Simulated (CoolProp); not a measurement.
Vapour-liquid equilibrium of hexamethyldisiloxane (MM) (1) + toluene (2) at 87.45 °C; x and y are mole fractions of (1).

Computed with CoolProp (multi-fluid Helmholtz-energy mixture model, Thol 2016 and Lemmon 2006; pair parameters Bell 2016).

```
x     bubble pressure (MPa)  y at the bubble point  dew pressure at overall composition x (MPa)  liquid density (mol/L)
----  ---------------------  ---------------------  -------------------------------------------  ----------------------
0.05                0.05168                  0.080                                      0.05102                   8.334
0.2                 0.05636                  0.284                                            ?                   7.350
0.35                0.06023                  0.444                                      0.05796                   6.537
0.5                 0.06331                  0.579                                            ?                   5.859
0.65                      ?                      ?                                      0.06474                   5.285
0.8                 0.06728                  0.821                                      0.06705                   4.797
0.95                0.06813                  0.952                                      0.06813                   4.378
```

### Question
What belongs in the gaps?

### Answer

- 0.2, dew pressure at overall composition x (MPa): 0.05438
- 0.5, dew pressure at overall composition x (MPa): 0.06155
- 0.65, bubble pressure (MPa): 0.06565
- 0.65, y at the bubble point: 0.701

No azeotrope shows between x = 0.05 and 0.95.

Pair parameters are fitted to limited data, so mixtures are less certain than the pure fluids.
